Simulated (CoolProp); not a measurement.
Dodecamethylpentasiloxane (MD3M) along the isobar 1.01 bar: fugacity coefficient from the reference equation and from simpler models built on Tc = 354.9 °C, pc = 9.540 bar, ω = 0.730; each cubic takes its own stable root.

Values from CoolProp's reference Helmholtz-energy equation of state, Thol 2019.

```tsv
T (°C)	phase	reference
226.65	liquid	0.8456
233.95	gas	0.9064
241.35	gas	0.9119
248.75	gas	0.9170
256.15	gas	0.9217
263.45	gas	0.9261
270.85	gas	0.9302
278.25	gas	0.9340
285.55	gas	0.9375
292.95	gas	0.9408
300.35	gas	0.9439
307.65	gas	0.9468
315.05	gas	0.9495
```

### Question
How far does each simpler model (van der Waals, Redlich-Kwong, Soave-Redlich-Kwong, Peng-Robinson) lie from the reference over these 13 states: mean and median of the absolute difference, and the worst?

### Answer
- van der Waals: mean 3.5 %, median 2.8 %, worst +11.9 % at 226.65 °C and 1.01 bar
- Redlich-Kwong: mean 2.4 %, median 1.7 %, worst +10.2 % at 226.65 °C and 1.01 bar
- Soave-Redlich-Kwong: mean 0.9 %, median 0.7 %, worst +2.4 % at 226.65 °C and 1.01 bar
- Peng-Robinson: mean 0.5 %, median 0.3 %, worst +2.6 % at 226.65 °C and 1.01 bar

At some of these states van der Waals, Redlich-Kwong gives the other phase, because its saturation line lies elsewhere.
